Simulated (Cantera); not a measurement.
Charge: 1 mol Si3N4, 0.69 mol H2, held at 6.50 mbar.

Method: chemical equilibrium by Gibbs-energy minimisation in Cantera with the NASA 1993 tables (ideal gas, pure condensed phases). Candidate condensed phases: Si, Si3N4; 31 gas species. Ions and electrons are included (thermal ionisation). The tables' values for SiN are old estimates; treat these amounts as uncertain. Gases not in the tables: Si2H6 and higher silanes. The numbers say what is thermodynamically allowed, not how fast it happens.

x: gas mole fraction; nothing condenses.

```tsv
T (°C)	x Si	x N2	x H	x N	x H2	x e-	x Si+
2227	0.485	0.340	0.0849	2.11e-6	0.0741	6.07e-7	6.04e-7
2477	0.481	0.325	(withheld)	(withheld)	(withheld)	(withheld)	(withheld)
2727	0.473	0.317	0.198	(withheld)	(withheld)	(withheld)	(withheld)
2977	0.470	0.314	0.211	0.000429	0.00281	6.47e-5	6.47e-5
3227	0.469	0.312	0.215	0.00154	0.000858	0.000200	0.000200
3477	0.468	0.310	0.215	0.00464	0.000300	0.000534	0.000534
3727	0.465	0.305	0.215	0.0122	0.000118	0.00126	0.00126
3977	0.459	0.294	0.213	0.0282	5.10e-5	0.00271	0.00271
4227	0.448	0.273	0.209	0.0584	2.37e-5	0.00531	0.00531
4477	0.430	0.239	0.203	0.108	1.16e-5	0.00964	0.00964
4727	0.404	0.190	0.193	0.179	5.88e-6	0.0163	0.0163
```

Q: What belongs in the gaps?

A: 
- 2727, x N: 9.72e-5
- 2727, x H2: 0.0102
- 2727, x e-: 1.75e-5
- 2727, x Si+: 1.75e-5
- 2477, x H: 0.156
- 2477, x N: 1.70e-5
- 2477, x H2: 0.0337
- 2477, x e-: 3.79e-6
- 2477, x Si+: 3.78e-6
